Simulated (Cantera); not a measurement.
Feed: 1 mol SiHCl3, 12 mol H2, held at 1225 K and 1.33 mbar.

These are equilibrium values from Cantera (NASA tables, ideal gas, pure condensed phases), not measurements of a reactor. Candidate condensed phases: Si; 19 gas species. The tables' values for SiCl3 are old estimates; treat these amounts as uncertain. Kinetics and transport are ignored.

Base state: H2 0.840, HCl 0.114, SiCl2 0.0378, SiCl3 0.00381, SiCl4 0.00303, SiHCl3 0.000697, SiH2Cl2 2.14e-5 (mole fractions); condensed: Si(s).

### Question
What changes in the equilibrium state with this change: H2 from 12 to 390 mol?

### Answer
| species | before | after |
|---|---|---|
| H2 | 0.840 | 0.992 |
| HCl | 0.114 | 0.00738 |
| SiCl2 | 0.0378 | 0.000134 |
| SiCl4 | 0.00303 | 3.80e-8 |
| SiCl3 | 0.00381 | 8.03e-7 |
| SiHCl3 | 0.000697 | 1.60e-7 |
| Si(s), mol | 0.368 | 0.947 |

### Question
What changes in the equilibrium state with this change: temperature from 1225 K to 1500 K?

### Answer
```tsv
species	before	after
H2	0.840	0.836
HCl	0.114	0.113
SiCl2	0.0378	0.0495
SiCl3	0.00381	0.000558
SiCl	1.51e-7	2.61e-5
SiCl4	0.00303	2.00e-5
H	7.82e-6	0.000441
Cl	9.15e-7	4.82e-5
Si(s), mol	0.368	0.299
```
The tables' values for SiCl3, SiCl are old estimates; treat these amounts as uncertain.

### Question
What changes in the equilibrium state with this change: H2 from 12 to 850 mol?

### Answer
```json
[
 {"species": "H2", "before": "0.840", "after": "0.997"},
 {"species": "HCl", "before": "0.114", "after": "0.00346"},
 {"species": "SiCl2", "before": "0.0378", "after": "2.93e-5"},
 {"species": "SiCl4", "before": "0.00303", "after": "1.83e-9"},
 {"species": "SiCl3", "before": "0.00381", "after": "8.23e-8"},
 {"species": "SiHCl3", "before": "0.000697", "after": "1.64e-8"},
 {"species": "Si(s), mol", "before": "0.368", "after": "0.975"}
]
```
